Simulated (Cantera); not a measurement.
A closed system holds: 1 mol CCl4, 0.04 mol CH4, held at 1325 K and 7.50 Torr.

Cantera equilibrium calculation (NASA polynomials, part measured and part estimated; ideal gas, pure solids and liquids). Candidate condensed phases: C, C6H6, C7H8, C8H18; 91 gas species. Rates play no part.

Base state: Cl2 0.791, Cl 0.137, HCl 0.0716 (mole fractions); condensed: C(graphite).

### Question
What changes in the equilibrium state with this change: CCl4 replaced by c-C4F8?

### Answer
| species | before | after |
|---|---|---|
| CF4 | 0 | 0.924 |
| HF | 0 | 0.0755 |
| CF2 | 0 | 2.12e-5 |
| Cl2 | 0.791 | 0 |
| Cl | 0.137 | 0 |
| HCl | 0.0716 | 0 |
| C(graphite), mol | 1.04 | 2.08 |
The feed counts by its element totals alone. Gases not in the tables: C2F6 and larger saturated fluorocarbons.
